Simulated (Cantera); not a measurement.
## Adiabatic ignition

An adiabatic, constant-pressure homogeneous reactor starts with 4.80 % C3H8, 20.0 % O2, 75.2 % N2, at 1425 K and 360 Torr.

Model: GRI-Mech 3.0 (53 species, 325 reactions), integrated in Cantera. GRI-Mech 3.0 was tuned for natural gas; its chemistry of propane as a main component is partial and can be far from experiment.

```csv
t (s),T (K),x C3H8,x O2,x CH2,x C2H2,x CO,x C2H
6.00e-6,1424,0.0478,0.200,4.23e-9,2.19e-9,1.13e-7,<1e-12
1.26e-5,1422,0.0475,0.200,2.38e-8,2.68e-8,1.24e-6,<1e-12
2.64e-5,1419,0.0465,0.199,1.11e-7,3.33e-7,1.57e-5,<1e-12
5.53e-5,1417,0.0439,0.198,2.23e-7,3.10e-6,0.000138,8.96e-12
0.000116,1419,0.0377,0.194,3.67e-7,2.33e-5,0.000880,1.05e-10
0.000243,1530,0.0110,0.161,7.33e-6,0.000700,0.0163,6.36e-8
0.000510,2506,<1e-12,0.0162,<1e-12,<1e-12,0.0792,<1e-12
0.00107,2645,<1e-12,0.0130,<1e-12,<1e-12,0.0770,<1e-12
0.00224,2706,<1e-12,0.0110,<1e-12,<1e-12,0.0757,<1e-12
0.00470,2708,<1e-12,0.0103,<1e-12,<1e-12,0.0759,<1e-12
0.00986,2705,<1e-12,0.00990,<1e-12,<1e-12,0.0761,<1e-12
0.0207,2705,<1e-12,0.00985,<1e-12,<1e-12,0.0761,<1e-12
0.0434,2705,<1e-12,0.00985,<1e-12,<1e-12,0.0761,<1e-12
0.0910,2705,<1e-12,0.00985,<1e-12,<1e-12,0.0761,<1e-12
0.191,2705,<1e-12,0.00985,<1e-12,<1e-12,0.0761,<1e-12
0.400,2705,<1e-12,0.00985,<1e-12,<1e-12,0.0761,<1e-12
```
x: mole fraction; the columns are a selection and need not sum to one.

```yaml
time_of_steepest_temperature_rise: 0.277 ms
temperature at 0.400 s: 2705 K
equilibrium_temperature: 2705 K
x(C3H8) at 0.400 s: <1e-12 (gas-phase equilibrium <1e-12)
x(O2) at 0.400 s: 0.00985 (gas-phase equilibrium 0.00985)
x(CH2) at 0.400 s: <1e-12 (gas-phase equilibrium <1e-12)
```
